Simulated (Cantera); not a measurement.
## Ignition delay

Mixture: 25.1 % CO, 4.51 % H₂, 14.8 % O₂, 55.6 % N₂, equivalence ratio 1.0, at 1350 Torr, adiabatic and at constant pressure. Ignition delay is the time to a rise of 400 K.

Computed with Cantera and GRI-Mech 3.0 (53 species, 325 reactions). Where the delays flatten at high temperature, the 400 K rule measures the pace of heat release, not the induction time.

```json
[
 {"T0 (K)": "1125", "delay (ms)": "0.0902"},
 {"T0 (K)": "1200", "delay (ms)": "0.0552"},
 {"T0 (K)": "1275", "delay (ms)": "0.0400"},
 {"T0 (K)": "1350", "delay (ms)": "0.0320"},
 {"T0 (K)": "1425", "delay (ms)": "0.0273"},
 {"T0 (K)": "1500", "delay (ms)": "0.0245"},
 {"T0 (K)": "1575", "delay (ms)": "0.0229"},
 {"T0 (K)": "1650", "delay (ms)": "0.0222"}
]
```
